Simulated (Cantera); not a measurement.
**Stirred combustor or abatement burner**

A perfectly stirred reactor is fed with CH4 : O2 : N2 : H2O = 1 : 2.63 : 9.89 : 1.4 (molar parts), equivalence ratio 0.76, at 0.740 bar; it is adiabatic with a 750 K inlet, and is followed from long to short residence time, starting on the burning branch (τ in s: 0.37, 0.12, 0.037, 0.012, 0.0036, 0.0011, 0.00036, 0.00011, 3.5e-05, 1.1e-05, 3.4e-06).

Computed with Cantera and GRI-Mech 3.0 (53 species, 325 reactions).

| τ (s) | T (K) | x CH4 | x O2 | x H2O | x CH2 | x NO2 | x OH | x C2H |
|---|---|---|---|---|---|---|---|---|
| 0.37 | 2104 | 1.17e-6 | 0.0416 | 0.225 | 2.47e-8 | 6.02e-7 | 0.00373 | <1e-12 |
| 0.12 | 2101 | 3.30e-6 | 0.0419 | 0.224 | 7.27e-8 | 2.60e-7 | 0.00398 | <1e-12 |
| 0.037 | 2092 | 8.84e-6 | 0.0423 | 0.223 | 2.09e-7 | 1.10e-7 | 0.00457 | 4.18e-12 |
| 0.012 | 2069 | 2.02e-5 | 0.0430 | 0.221 | 5.11e-7 | 5.10e-8 | 0.00565 | 1.61e-11 |
| 0.0036 | 2024 | 4.69e-5 | 0.0445 | 0.218 | 1.15e-6 | 2.23e-8 | 0.00720 | 5.04e-11 |
| 0.0011 | 1955 | 0.000113 | 0.0470 | 0.213 | 2.32e-6 | 1.03e-8 | 0.00859 | 1.45e-10 |
| 0.00036 | 1868 | 0.000296 | 0.0509 | 0.207 | 4.44e-6 | 5.33e-9 | 0.00911 | 4.53e-10 |
| 0.00011 | 1748 | 0.00114 | 0.0597 | 0.201 | 1.07e-5 | 2.57e-9 | 0.00766 | 2.38e-9 |
| 3.5e-5 | 750 | 0.0670 | 0.176 | 0.0938 | <1e-12 | <1e-12 | <1e-12 | <1e-12 |
| 1.1e-5 | 750 | 0.0670 | 0.176 | 0.0938 | <1e-12 | <1e-12 | <1e-12 | <1e-12 |
| 3.4e-6 | 750 | 0.0670 | 0.176 | 0.0938 | <1e-12 | <1e-12 | <1e-12 | <1e-12 |
x: mole fraction; the columns are a selection and need not sum to one.
